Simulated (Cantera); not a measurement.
# Adiabatic ignition

An adiabatic, constant-pressure homogeneous reactor starts with H₂ : O₂ : N₂ : NO = 1 : 0.333 : 3.67 : 0.0067 (molar parts), at 1725 K and 9.57 atm.

Model: GRI-Mech 3.0 (53 species, 325 reactions), integrated in Cantera. The hydrogen kinetics of GRI-Mech 3.0 are dated; newer H2 mechanisms differ, most at raised pressure.

| t (s) | T (K) | x H₂ | x O₂ | x NO | x N₂ | x H | x N₂O |
|---|---|---|---|---|---|---|---|
| 2.00e-6 | 2111 | 0.0644 | 0.00494 | 0.00139 | 0.752 | 0.0508 | 1.84e-7 |
| 5.87e-6 | 2467 | 0.0681 | 0.00102 | 0.00146 | 0.773 | 0.0179 | 1.35e-7 |
| 1.72e-5 | 2584 | 0.0697 | 0.000177 | 0.00144 | 0.780 | 0.00697 | 1.51e-7 |
| 5.05e-5 | 2617 | 0.0703 | 5.20e-5 | 0.00135 | 0.783 | 0.00383 | 1.79e-7 |
| 0.000148 | 2621 | 0.0701 | 4.56e-5 | 0.00114 | 0.783 | 0.00359 | 1.50e-7 |
| 0.000435 | 2623 | 0.0698 | 4.71e-5 | 0.000793 | 0.783 | 0.00361 | 1.05e-7 |
| 0.00128 | 2626 | 0.0695 | 4.85e-5 | 0.000507 | 0.783 | 0.00363 | 7.97e-8 |
| 0.00374 | 2626 | 0.0695 | 4.88e-5 | 0.000434 | 0.783 | 0.00364 | 7.50e-8 |
| 0.0110 | 2626 | 0.0695 | 4.88e-5 | 0.000433 | 0.783 | 0.00364 | 7.49e-8 |
| 0.0322 | 2626 | 0.0695 | 4.88e-5 | 0.000433 | 0.783 | 0.00364 | 7.49e-8 |
| 0.0945 | 2626 | 0.0695 | 4.88e-5 | 0.000433 | 0.783 | 0.00364 | 7.49e-8 |
| 0.277 | 2626 | 0.0695 | 4.88e-5 | 0.000433 | 0.783 | 0.00364 | 7.49e-8 |
| 0.813 | 2626 | 0.0695 | 4.88e-5 | 0.000433 | 0.783 | 0.00364 | 7.49e-8 |
| 2.39 | 2626 | 0.0695 | 4.88e-5 | 0.000433 | 0.783 | 0.00364 | 7.49e-8 |
| 7.00 | 2626 | 0.0695 | 4.88e-5 | 0.000433 | 0.783 | 0.00364 | 7.49e-8 |
x: mole fraction; the columns are a selection and need not sum to one.

```json
{
  "time_of_steepest_temperature_rise": "1.51 µs",
  "temperature at 7.00 s": "2626 K",
  "equilibrium_temperature": "2626 K",
  "x(H₂) at 7.00 s": "0.0695 (gas-phase equilibrium 0.0695)",
  "x(O₂) at 7.00 s": "4.88e-5 (gas-phase equilibrium 4.88e-5)",
  "x(NO) at 7.00 s": "0.000433 (gas-phase equilibrium 0.000433)"
}
```
